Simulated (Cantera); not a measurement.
Catalytic stagnation flow on Pt

A jet of 3.10 % CH4, 9.41 % O2, 87.5 % N2 at 300 K and 0.390 bar hits a platinum plate 2.3 cm away at a mass flux of 0.13 kg/m²/s; the plate temperature is set and raised in steps from an oxygen-covered start.

Model: Deutschmann's 1995 Pt surface mechanism with GRI-Mech 3.0 gas chemistry, integrated in Cantera. Catalytic surfaces can have several steady states; this one follows from the mechanism file's or the stated starting coverage.

```csv
plate T (K),wall x CH4,wall x O2,wall x H2O,wall x OH,wall x CO,wall x CO2,θ free Pt,θ O*,θ OH*
950,0.0139,0.0577,0.0319,5.32e-8,6.52e-6,0.0210,0.222,0.776,0.00251
1000,0.00947,0.0484,0.0400,1.44e-7,6.07e-6,0.0264,0.294,0.704,0.00256
1050,0.00666,0.0425,0.0450,3.45e-7,5.72e-6,0.0298,0.365,0.632,0.00243
1100,0.00491,0.0389,0.0482,7.47e-7,5.55e-6,0.0319,0.435,0.563,0.00222
1150,0.00379,0.0366,0.0501,1.49e-6,5.59e-6,0.0332,0.501,0.497,0.00199
1200,0.00305,0.0351,0.0513,2.78e-6,5.82e-6,0.0340,0.563,0.435,0.00175
```
x: mole fraction at the wall; θ: surface coverage.
